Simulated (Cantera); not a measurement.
Counterflow diffusion flame

A counterflow diffusion flame at 2.17 atm, nozzles 20 mm apart: fuel side 100 % C3H8 at 350 K, oxidiser side 26.0 % O2, 74.0 % N2 at 498 K, fuel mass flux 1.4 times the oxidiser's; mixture-averaged transport, no radiation.

Detailed kinetics in Cantera: GRI-Mech 3.0 (53 species, 325 reactions). GRI-Mech 3.0 was tuned for natural gas; its chemistry of propane as a main component is partial and can be far from experiment. GRI-Mech 3.0 has no aromatics or soot, which form on the fuel side of real flames. The maximum strain rate includes the flame's own expansion and is several times the mean.

```
oxidiser flux (kg/m²/s)  max strain (1/s)  mean strain (1/s)  T max (K)  peak x OH  peak x H  peak x NO  peak x CO  peak x C2H2
-----------------------  ----------------  -----------------  ---------  ---------  --------  ---------  ---------  -----------
0.55                                  215               29.4       2410     0.0109   0.00368   0.000714     0.0973       0.0546
0.82                                  312               43.8       2382     0.0111   0.00394   0.000625     0.0949       0.0534
1.2                                   447               64.1       2355     0.0113   0.00422   0.000557     0.0928       0.0519
1.8                                   655               96.1       2327     0.0114   0.00455   0.000497     0.0911       0.0500
2.7                                   961                144       2302     0.0116   0.00492   0.000445     0.0898       0.0480
4                                    1390                214       2277     0.0116   0.00527   0.000395     0.0887       0.0457
5.9                                  2000                315       2248     0.0115   0.00561   0.000343     0.0878       0.0431
8.8                                  2900                470       2216     0.0113   0.00592   0.000287     0.0871       0.0401
```
x: mole fraction; the columns are a selection and need not sum to one.
